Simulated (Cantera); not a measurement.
Cantera run:

```python
import numpy as np
import cantera as ct

gas_names = [...]  # 109 gases of nasa_gas.yaml made of C, Cl, H, Si
cond_names = """
    C(gr) C6H6(L) C7H8(L) C8H18(L),n-octa Si(cr) Si(L) SiC(b)
""".split()


# ... load() reads the species with a 1 bar reference pressure and builds the phases ...
atoms = {
    '(CH3)2SiCl2': {'C': 2, 'H': 6, 'Si': 1, 'CL': 2},
    'H2': {'H': 2},
}
top_T = {'C(gr)': 4500, 'SiC(b)': 3050}  # K; cautious upper limits of use, not melting points


# ... equilibrate(T, P, feed) seeds the gas with the atoms and calls Mixture.equilibrate('TP', solver="vcs", rtol=1e-11, max_steps=5000) ...
results = []
feed = {'(CH3)2SiCl2': 1, 'H2': 2.2}  # mol
T = 2550  # K
P = 1333.22  # Pa
mix = equilibrate(T, P, feed)
results.append((T, P, feed, dict(zip(mix.species_names, mix.species_moles))))
print(gas.report(threshold=1e-05))
for i in range(1, mix.n_phases):
    print(f"{mix.phase(i).name:16s} {mix.phase_moles(i):12.5e} mol")
```

Output:

```
       temperature   2550 K
          pressure   1333.2 Pa
           density   0.00091327 kg/m^3
  mean mol. weight   14.523 kg/kmol
   phase of matter   gas

                          1 kg             1 kmol
                     ---------------   ---------------
          enthalpy        1.0219e+07        1.4841e+08  J
   internal energy        8.7587e+06        1.2721e+08  J
           entropy             17879        2.5967e+05  J/K
    Gibbs function       -3.5373e+07       -5.1375e+08  J
 heat capacity c_p            2267.7             32935  J/K
 heat capacity c_v            1695.3             24621  J/K

                      mass frac. Y      mole frac. X     chem. pot. / RT
                     ---------------   ---------------   ---------------
                 C        2.0251e-05        2.4487e-05           -3.3092
               C2H        0.00033785        0.00019604           -19.296
             C2HCL        0.00011811        2.8364e-05           -44.193
    C2H2,acetylene          0.011185         0.0062387           -31.975
                C3        0.00019823        7.9897e-05           -9.9275
              C4H2        0.00011831        3.4325e-05           -38.593
                CL           0.11642          0.047695           -24.897
                 H          0.012842           0.18503           -12.678
               HCL           0.43136           0.17184           -37.575
                H2          0.065117           0.46911           -25.356
                Si           0.13715          0.070923           -9.1877
               SiC        0.00011497        4.1644e-05           -12.497
              SiC2          0.075987          0.021179           -15.806
              SiCL          0.033184         0.0075856           -34.084
             SiCL2          0.083857          0.012304           -58.981
             SiCL3        0.00016935        1.8295e-05           -83.877
               SiH         0.0027556         0.0013756           -21.866
              SiH2        0.00016376        7.9012e-05           -34.544
               Si2         0.0010866        0.00028096           -18.375
              Si2C          0.027741         0.0059092           -21.685
     [  +89 minor]        8.3315e-05        3.0762e-05

C(gr)             1.51015e+00 mol
Si(L)             0.00000e+00 mol
SiC(b)            0.00000e+00 mol
```

Equilibrium computed with Cantera from the NASA thermochemical tables; the gas is ideal and each condensed phase is pure. The feed counts by its element totals alone. The tables' values for SiCl, SiCl3 are old estimates; treat these amounts as uncertain. Gases not in the tables: Si2H6 and higher silanes.
